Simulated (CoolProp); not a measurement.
Vapour-liquid equilibrium of toluene (1) + ethylbenzene (2) at 0.00431 MPa; x and y are mole fractions of (1).

Computed with CoolProp (multi-fluid Helmholtz-energy mixture model, Lemmon 2006 and Zhou 2012; pair parameters Bell 2016).

```csv
x,bubble temperature (°C),y at the bubble point,dew temperature at overall composition x (°C),liquid density (mol/L)
0.05,46.5,0.125,47.5,7.999
0.15,43.5,0.320,46.1,8.133
0.25,?,0.468,44.6,8.266
0.35,38.8,0.587,43.0,8.401
0.45,?,0.685,41.3,8.538
0.55,34.8,0.768,39.5,8.677
0.65,33.0,?,37.5,8.819
0.75,?,0.896,?,8.963
0.85,?,0.945,32.7,9.109
0.95,?,0.984,29.5,9.258
```

Question: Complete the blanks.

Answer: 
- 0.25, bubble temperature (°C): 41.0
- 0.45, bubble temperature (°C): 36.7
- 0.65, y at the bubble point: 0.838
- 0.75, bubble temperature (°C): 31.3
- 0.75, dew temperature at overall composition x (°C): 35.3
- 0.85, bubble temperature (°C): 29.7
- 0.95, bubble temperature (°C): 28.2

No azeotrope shows between x = 0.05 and 0.95.

Pair parameters are fitted to limited data, so mixtures are less certain than the pure fluids.
